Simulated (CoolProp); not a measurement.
500 sccm (0 °C, 1 atm) of nitrogen bubbles through liquid benzene at 290.5 K and leaves saturated at a total pressure of 0.0396 MPa (ideal gas phase). Each further row changes one setting.

Computed with CoolProp (reference Helmholtz-energy equation of state, Thol 2012).

| case | vapour pressure (kPa) | mole fraction of vapour | delivery (mg/min) | delivery (sccm) | change of delivery for a bath 1 K warmer (%) |
|---|---|---|---|---|---|
| as stated | 8.82 | 0.223 | 499 | ? | 6.5 |
| bath temperature 295.5 K | ? | 0.283 | ? | ? | 6.8 |
| total pressure 0.0792 MPa | 8.82 | 0.111 | ? | 62.6 | 5.7 |

Task: Complete the blanks.

Result: 
- as stated, delivery (sccm): 143
- bath temperature 295.5 K, vapour pressure (kPa): 11.2
- bath temperature 295.5 K, delivery (mg/min): 689
- bath temperature 295.5 K, delivery (sccm): 198
- total pressure 0.0792 MPa, delivery (mg/min): 218
